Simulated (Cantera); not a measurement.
Input: 1 mol SiCl₄, 3 mol H₂, equilibrated at 277 °C and 15.0 bar.

Equilibrium computed with Cantera from the NASA thermochemical tables; the gas is ideal and each condensed phase is pure. Candidate condensed phases: Si; 19 gas species. Rates play no part.

Base state: H₂ 0.749, SiCl₄ 0.249, HCl 0.00119, SiHCl₃ 0.00119 (mole fractions); condensed: gas only.

Q: What changes in the equilibrium state with this change: temperature from 277 °C to 250 °C?

A: 
```tsv
species	before	after
H₂	0.749	0.749
SiCl₄	0.249	0.249
HCl	0.00119	0.000798
SiHCl₃	0.00119	0.000797
```
